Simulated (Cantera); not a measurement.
Input: 1 mol CaO, 8.2 mol Cl2, 0.38 mol O2, 4.9 mol HCl, held at 625 K and 1.00 bar.

These are equilibrium values from Cantera (NASA tables, ideal gas, pure condensed phases), not measurements of a reactor. Candidate condensed phases: Ca, CaCl2, CaO, Ca(OH)2, H2O; 21 gas species. Condensed phases not in the tables: oxide chlorides. Rates play no part.

Base state: Cl2 0.701, HCl 0.170, H2O 0.115, O2 0.0143 (mole fractions); condensed: CaCl2(s).

Q: What changes in the equilibrium state with this change: temperature from 625 K to 1823.15 K?

A: 
```tsv
species	before	after
Cl2	0.701	0.358
HCl	0.170	0.313
Cl	4.38e-8	0.210
CaCl2	<1e-9	0.0614
H2O	0.115	0.000857
O2	0.0143	0.0556
ClO	1.59e-9	0.000865
OH	<1e-9	5.26e-5
O	<1e-9	3.56e-5
CaCl2(s), mol	1.00	0
CaCl2(l), mol	0	0.0436
```

Q: What changes in the equilibrium state with this change: temperature from 625 K to 1273.15 K?

A: 
```json
[
 {"species": "Cl2", "before": "0.701", "after": "0.555"},
 {"species": "HCl", "before": "0.170", "after": "0.368"},
 {"species": "O2", "before": "0.0143", "after": "0.0654"},
 {"species": "H2O", "before": "0.115", "after": "0.00457"},
 {"species": "CaCl2", "before": "<1e-9", "after": "3.39e-5"},
 {"species": "Cl", "before": "4.38e-8", "after": "0.00724"},
 {"species": "ClO", "before": "1.59e-9", "after": "6.37e-5"},
 {"species": "HOCl", "before": "1.01e-6", "after": "2.36e-5"},
 {"species": "CaCl2(s), mol", "before": "1.00", "after": "0"},
 {"species": "CaCl2(l), mol", "before": "0", "after": "1.000"}
]
```

Q: What changes in the equilibrium state with this change: temperature from 625 K to 1448 K?

A: 
```csv
species,before,after
Cl2,0.701,0.534
HCl,0.170,0.367
O2,0.0143,0.0655
H2O,0.115,0.00239
Cl,4.38e-8,0.0297
CaCl2,<1e-9,0.000735
ClO,1.59e-9,0.000200
HOCl,1.01e-6,2.84e-5
"CaCl2(s), mol",1.00,0
"CaCl2(l), mol",0,0.990
```
